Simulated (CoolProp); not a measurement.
Vapour-liquid equilibrium of p-xylene (1) + n-decane (2) at 0.0253 MPa; x and y are mole fractions of (1).

The numbers come from the multi-fluid Helmholtz-energy mixture model, Zhou 2012 and Lemmon 2006; pair parameters Bell 2016 in CoolProp.

```
x     bubble temperature (°C)  y at the bubble point  dew temperature at overall composition x (°C)  liquid density (mol/L)
----  -----------------------  ---------------------  ---------------------------------------------  ----------------------
0.05                    123.5                  0.142                                          125.5                   4.644
0.15                    118.1                  0.359                                          123.3                   4.865
0.25                    113.6                      …                                          121.0                   5.098
0.35                    109.7                  0.633                                          118.4                   5.345
0.45                    106.4                      …                                          115.6                   5.609
0.55                    103.4                      …                                          112.5                   5.891
0.65                    100.8                  0.853                                          109.1                   6.197
0.75                     98.4                  0.903                                          105.3                   6.528
0.85                     96.1                  0.946                                              …                   6.890
0.95                     94.1                  0.983                                           95.9                   7.286
```

Task: What belongs in the gaps?

Result: 
- 0.25, y at the bubble point: 0.516
- 0.45, y at the bubble point: 0.723
- 0.55, y at the bubble point: 0.795
- 0.85, dew temperature at overall composition x (°C): 100.9

No azeotrope shows between x = 0.05 and 0.95.

The pair parameters rest on a limited set of measurements; away from them the model extrapolates.
